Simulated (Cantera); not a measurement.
Feed: 1 mol NH₃, 0.73 mol SO₂, 9.8 mol O₂, 5.4 mol H₂, held at 0.133 bar.

These are equilibrium values from Cantera (NASA tables, ideal gas, pure condensed phases), not measurements of a reactor. Candidate condensed phases: H₂O, H₂SO₄, S; 35 gas species. Equilibrium is a limit: real reactors are often held back by kinetics, nucleation or transport.

x: gas mole fraction; nothing condenses.

| T (K) | x H₂O | x O₂ | x O | x OH | x H | x SO₂ | x SO₃ | x H₂ | x N₂ |
|---|---|---|---|---|---|---|---|---|---|
| 725 | 0.488 | 0.425 | <1e-12 | 3.06e-10 | <1e-12 | 0.00130 | 0.0495 | <1e-12 | 0.0354 |
| 925 | 0.483 | 0.431 | 2.41e-11 | 1.03e-7 | <1e-12 | 0.0241 | 0.0270 | 1.57e-11 | 0.0350 |
| 1125 | 0.478 | 0.437 | (withheld) | (withheld) | (withheld) | (withheld) | (withheld) | (withheld) | 0.0346 |
| 1325 | 0.477 | 0.438 | 4.99e-7 | 6.06e-5 | 2.30e-9 | 0.0492 | 0.00123 | 2.65e-7 | 0.0345 |
| 1525 | 0.476 | 0.438 | 1.03e-5 | 0.000421 | 1.47e-7 | 0.0500 | 0.000398 | 5.18e-6 | 0.0343 |
| 1725 | 0.475 | 0.437 | 0.000105 | 0.00186 | 3.64e-6 | 0.0502 | 0.000168 | 5.12e-5 | 0.0340 |
| 1925 | 0.472 | 0.435 | 0.000665 | 0.00603 | 4.64e-5 | 0.0502 | 8.46e-5 | 0.000314 | 0.0335 |
| 2125 | 0.464 | 0.430 | 0.00296 | 0.0155 | 0.000367 | 0.0500 | 4.83e-5 | 0.00136 | 0.0328 |
| 2325 | 0.446 | 0.418 | (withheld) | (withheld) | (withheld) | 0.0491 | (withheld) | (withheld) | 0.0316 |
| 2525 | 0.410 | 0.396 | 0.0282 | 0.0613 | 0.00839 | 0.0469 | 1.91e-5 | 0.0119 | 0.0299 |
| 2725 | 0.345 | 0.358 | 0.0658 | 0.0968 | 0.0273 | 0.0421 | 1.18e-5 | 0.0255 | 0.0273 |
| 2925 | 0.250 | 0.302 | 0.131 | 0.129 | 0.0708 | 0.0335 | 6.57e-6 | 0.0430 | 0.0239 |

### Question
Some entries are withheld; supply them.

### Answer

- 2325, x O: 0.0102
- 2325, x OH: 0.0333
- 2325, x H: 0.00202
- 2325, x SO₃: 2.99e-5
- 2325, x H₂: 0.00452
- 1125, x O: 8.36e-9
- 1125, x OH: 4.39e-6
- 1125, x H: 8.41e-12
- 1125, x SO₂: 0.0452
- 1125, x SO₃: 0.00536
- 1125, x H₂: 4.77e-9
